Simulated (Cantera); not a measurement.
Feed: 1 mol SiHCl3, 3.2 mol N2, 1.8 mol H2, 8 mol NH3, equilibrated at 1502 °C and 0.120 Torr.

Cantera equilibrium calculation (NASA polynomials, part measured and part estimated; ideal gas, pure solids and liquids). Candidate condensed phases: NH4Cl, Si, Si3N4; 28 gas species. The tables' values for SiCl, SiN, SiCl3 are old estimates; treat these amounts as uncertain. Gases not in the tables: Si2H6 and higher silanes. Rates play no part.

Base state: H2 0.563, N2 0.306, HCl 0.0700, SiCl2 0.0270, H 0.0172, Si 0.0133, Cl 0.00164, SiCl 0.00158 (mole fractions); condensed: gas only.

Question: What changes in the equilibrium state with this change: SiHCl3 replaced by trisilylamine?

Answer: 
```json
[
 {"species": "H2", "before": "0.563", "after": "0.678"},
 {"species": "N2", "before": "0.306", "after": "0.289"},
 {"species": "H", "before": "0.0172", "after": "0.0188"},
 {"species": "HCl", "before": "0.0700", "after": "0"},
 {"species": "SiCl2", "before": "0.0270", "after": "0"},
 {"species": "Si", "before": "0.0133", "after": "0.0137"},
 {"species": "Cl", "before": "0.00164", "after": "0"},
 {"species": "SiCl", "before": "0.00158", "after": "0"},
 {"species": "Si(l), mol", "before": "0", "after": "2.62"}
]
```
The feed counts by its element totals alone. The tables' values for SiN are old estimates; treat these amounts as uncertain.
